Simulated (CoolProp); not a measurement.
Vapour-liquid equilibrium of n-decane (1) + n-dodecane (2) at 477.5 K; x and y are mole fractions of (1).

Computed with CoolProp (multi-fluid Helmholtz-energy mixture model, Lemmon 2006 and Lemmon 2004; pair parameters Bell 2016).

| x | bubble pressure, mixture model (bar) | bubble pressure, Raoult's law (bar) | y, mixture model | y, Raoult's law |
|---|---|---|---|---|
| 0.05 | 0.8152 | 0.8213 | 0.115 | 0.126 |
| 0.15 | 0.9379 | 0.9519 | 0.306 | 0.325 |
| 0.25 | 1.065 | 1.083 | 0.456 | 0.476 |
| 0.35 | 1.195 | 1.213 | 0.576 | 0.595 |
| 0.45 | 1.326 | 1.344 | 0.674 | 0.691 |
| 0.55 | 1.458 | 1.474 | 0.755 | 0.769 |
| 0.65 | 1.591 | 1.605 | 0.823 | 0.835 |
| 0.75 | 1.725 | 1.736 | 0.882 | 0.891 |
| 0.85 | 1.859 | 1.866 | 0.933 | 0.939 |
| 0.95 | 1.994 | 1.997 | 0.979 | 0.981 |

The largest gap from Raoult's law is -1.7 % in bubble pressure, at x = 0.25. No azeotrope shows between x = 0.05 and 0.95.

The pair parameters rest on a limited set of measurements; away from them the model extrapolates.
